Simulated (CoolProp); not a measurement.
Ammonia at 298.15 K and 0.139 MPa is throttled through a valve to 0.046 MPa with no heat exchange. Each further row changes one setting.

The numbers come from the reference Helmholtz-energy equation of state, Gao 2020 in CoolProp.

| case | temperature change (K) | final density (kg/m³) |
|---|---|---|
| as stated | ___ | 0.320 |
| outlet pressure 0.0138 MPa | ___ | ___ |
| outlet pressure 0.0598 MPa | ___ | ___ |

**Question.** Fill in the missing entries.

**Answer.** 
- as stated, temperature change (K): -2.7
- outlet pressure 0.0138 MPa, temperature change (K): -3.6
- outlet pressure 0.0138 MPa, final density (kg/m³): 0.0961
- outlet pressure 0.0598 MPa, temperature change (K): -2.3
- outlet pressure 0.0598 MPa, final density (kg/m³): 0.417
